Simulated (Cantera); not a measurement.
Input: 1 mol Zr, 17 mol NH₃, equilibrated at 2450 K and 1.50e-6 bar.

Cantera equilibrium calculation (NASA polynomials, part measured and part estimated; ideal gas, pure solids and liquids). Candidate condensed phases: Zr, ZrN; 11 gas species. Kinetics and transport are ignored.

Base state: H 0.840, N₂ 0.141, Zr 0.0166, H₂ 0.00262, N 5.58e-5 (mole fractions); condensed: gas only.

**Question.** What changes in the equilibrium state with this change: temperature from 2450 K to 2300 K?

**Answer.** 
```
species   before    after
-------  -------  -------
H          0.840    0.830
N₂         0.141    0.142
Zr        0.0166   0.0167
H₂       0.00262   0.0110
N        5.58e-5  1.20e-5
```

**Question.** What changes in the equilibrium state with this change: temperature from 2450 K to 2600 K?

**Answer.** 
```
species   before     after
-------  -------  --------
H          0.840     0.842
N₂         0.141     0.140
Zr        0.0166    0.0165
H₂       0.00262  0.000722
N        5.58e-5  0.000218
```
